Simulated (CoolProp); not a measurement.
The numbers come from the reference Helmholtz-energy equation of state, Lemmon 2006 in CoolProp. It is a short technical equation, of lower accuracy than the large ones.

For n-decane, give the phase and the speed of sound (m/s), isothermal compressibility (1/MPa), fugacity coefficient at 524.2 K and 0.101 MPa.


- 524.2 K and 0.101 MPa: gas; speed of sound 171, isothermal compressibility 10.3, fugacity coefficient 0.968
